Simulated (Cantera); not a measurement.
A perfectly stirred reactor is fed with 74.1 % CH4, 25.9 % CO2, at 1.30 bar; it is held at 1848 K, and followed from long to short residence time.

Detailed kinetics in Cantera: GRI-Mech 3.0 (53 species, 325 reactions). GRI-Mech 3.0 stops at C3 and has no aromatics, soot or wall deposition, so with more carbon than oxygen in the feed, carbon stays in small species such as C2H2 where larger ones or solid carbon would form.

One state of this run: x CH4 = 0.0835; x CO2 = 0.0275; x CH2O = 2.53e-6; x C2H2 = 0.163; x CH2CO = 5.38e-5. x: mole fraction; the columns are a selection and need not sum to one.

Which value of τ (s) does it belong to?
A. 0.62
B. 0.020
C. 0.0037
D. 0.0086

B, 0.020
